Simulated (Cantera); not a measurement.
Cantera run, input and output.

```python
import numpy as np
import cantera as ct

gas = ct.Solution("h2o2.yaml")
gas.TP = 300, 100000
flame = ct.CounterflowDiffusionFlame(gas, width=0.02)
flame.fuel_inlet.X, flame.fuel_inlet.T = {'H2': 1}, 598
flame.oxidizer_inlet.X, flame.oxidizer_inlet.T = {'O2': 0.18, 'N2': 0.82}, 325
flame.set_refine_criteria(ratio=3, slope=0.12, curve=0.24, prune=0.03)
show = ['OH', 'H', 'H2O', 'HO2']

rows = []
print(f"{'mdot':>8s}{'a_max':>10s}{'a_mean':>10s}{'Tmax/K':>9s}" + "".join(f"{s:>11s}" for s in show) + "   (peak mole fractions)")
for i, mdot in enumerate([0.6, 0.83, 1.1, 1.6, 2.1, 3, 4.1, 5.6]):  # kg/m2/s on the oxidiser side
    flame.oxidizer_inlet.mdot, flame.fuel_inlet.mdot = mdot, 0.19 * mdot
    flame.solve(loglevel=0, auto=(i == 0))
    if flame.T.max() < max(598, 325) + 100:
        print(f"{mdot:8.3g}  no burning solution found from the previous one")
        break
    dT = np.abs(np.gradient(flame.T, flame.grid))
    rows.append([flame.strain_rate("max"), flame.strain_rate("mean"), flame.T.max(),
                 *(flame.X[gas.species_index(s)].max() for s in show), max(dT[0], dT[-1]) / dT.max()])
    print(f"{mdot:8.3g}{rows[-1][0]:10.1f}{rows[-1][1]:10.1f}{rows[-1][2]:9.1f}" + "".join(f"{x:11.3e}" for x in rows[-1][3:-1]))
```

Result:

```
    mdot     a_max    a_mean   Tmax/K         OH          H        H2O        HO2   (peak mole fractions)
     0.6     781.9     168.8   2247.3  1.407e-02  1.450e-02  2.502e-01  6.437e-05
    0.83    1065.3     233.5   2204.5  1.408e-02  1.618e-02  2.476e-01  7.774e-05
     1.1    1397.4     309.5   2174.5  1.427e-02  1.789e-02  2.457e-01  8.980e-05
     1.6    2016.1     450.1   2129.3  1.433e-02  2.049e-02  2.433e-01  1.075e-04
     2.1    2628.1     590.8   2094.2  1.426e-02  2.254e-02  2.414e-01  1.213e-04
       3    3736.7     844.0   2036.6  1.393e-02  2.520e-02  2.390e-01  1.411e-04
     4.1    5061.3    1153.4   1989.6  1.363e-02  2.785e-02  2.369e-01  1.593e-04
     5.6    6885.0    1575.4   1942.8  1.327e-02  3.075e-02  2.344e-01  1.800e-04
```

Model: the H2/O2 subset of GRI-Mech 3.0, which has no nitrogen chemistry, integrated in Cantera. The maximum strain rate includes the flame's own expansion and is several times the mean.
